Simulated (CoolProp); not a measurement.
Model: reference Helmholtz-energy equation of state, Lemmon 2006, in CoolProp. It is a short technical equation, of lower accuracy than the large ones.

Give the vapour pressure (bar), liquid viscosity (µPa s), vapour viscosity (µPa s) of saturated hydrogen sulfide at 268.8, 289.9 K.


```json
[
 {"T (K)": "268.8", "p (bar)": "9.07", "liquid viscosity (µPa s)": "162", "vapour viscosity (µPa s)": "10.2"},
 {"T (K)": "289.9", "p (bar)": "16.4", "liquid viscosity (µPa s)": "134", "vapour viscosity (µPa s)": "11.0"}
]
```

Viscosity comes from a separate model (Quiñones-Cisneros 2012).
